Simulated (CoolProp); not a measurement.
A simple Rankine cycle with tetrahydrofuran: condensing at 333.15 K, boiler at 0.362 MPa, turbine inlet 389.5 K, turbine efficiency 0.9, pump efficiency 0.6, no recuperator. Each further row changes one setting.

The numbers come from the reference Helmholtz-energy equation of state, Fiedler 2023 in CoolProp.

```tsv
case	thermal efficiency (%)	net work (kJ/kg)	heat in (kJ/kg)	turbine exit temperature (K)	volume ratio over the turbine
as stated	10.8	52.7	488	344.9	4.04
turbine inlet 409.5 K	10.8	56.1	519	365.7	4.05
condensing temperature 325.15 K	12.4	62.2	503	336.8	5.24
boiler pressure 0.253 MPa	8.4	41.1	491	356.4	2.86
turbine efficiency 0.8	9.6	46.8	488	349.6	4.10
```
